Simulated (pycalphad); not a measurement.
An equivalent pycalphad script:

```python
from pycalphad import Database, equilibrium, calculate, variables as v
import numpy as np
db = Database('COST507.tdb')
comps = ['TI', 'HF', 'B', 'VA']
phases = ['B2M', 'B2TI', 'B4M3', 'B4TI3', 'BCC_A2', 'BETA_RHOMBO_B', 'BM', 'BTI', 'HCP_A3', 'LIQUID']
eq = equilibrium(db, comps, phases, {v.X('HF'): 0.1212, v.X('B'): 0.009, v.T: np.arange(2850, 499, -100), v.P: 101325, v.N: 1}, output=['HM', 'SM'])
```

CALPHAD calculation (pycalphad, COST 507 light-alloy database (1999)), 1 atm. These are 1990s assessments: newer ones move some temperatures and phases. Amounts are mole fractions of atoms. Kinetics are ignored, which matters at the lower temperatures.

Results at three of the temperatures:

```
T = 2450.00 K, P = 101325 Pa, N = 1 mol of atoms
G = -186799 J/mol, H = 93064 J/mol, S = 114.23 J/(mol K)  (SER reference)
chemical potentials (J/mol): Ti -176298, Hf -254566, B -289044
phase             fraction      x(Ti)      x(Hf)       x(B)
LIQUID              1.0000     0.8698     0.1212     0.0090
```

```
T = 1650.00 K, P = 101325 Pa, N = 1 mol of atoms
G = -103762 J/mol, H = 44734 J/mol, S = 90.00 J/(mol K)  (SER reference)
chemical potentials (J/mol): Ti -96685, Hf -147694, B -196082
phase             fraction      x(Ti)      x(Hf)       x(B)
BCC_A2              0.9858     0.8753     0.1227     0.0019
BM                  0.0142     0.4859     0.0141     0.5000
```

```
T = 650.00 K, P = 101325 Pa, N = 1 mol of atoms
G = -27690 J/mol, H = 9614 J/mol, S = 57.39 J/(mol K)  (SER reference)
chemical potentials (J/mol): Ti -24711, Hf -38526, B -169692
phase             fraction      x(Ti)      x(Hf)       x(B)
HCP_A3              0.9823     0.8765     0.1233   0.000168
BM                  0.0177     0.4972     0.0028     0.5000
```

Changes of the phase set, refined by bisection:

```tsv
T (°C)	phases above	phases below
1635.3	liquid	bcc + liquid
1545.0	bcc + liquid	bcc + BM
811.9	bcc + BM	bcc + BM + hcp
806.1	bcc + BM + hcp	BM + hcp
```

Database names, with the compositions (at.%) that they take in these runs: BM: Ti 48-50 B 50 Hf 0-2. BCC_A2 is bcc; HCP_A3 is hcp.
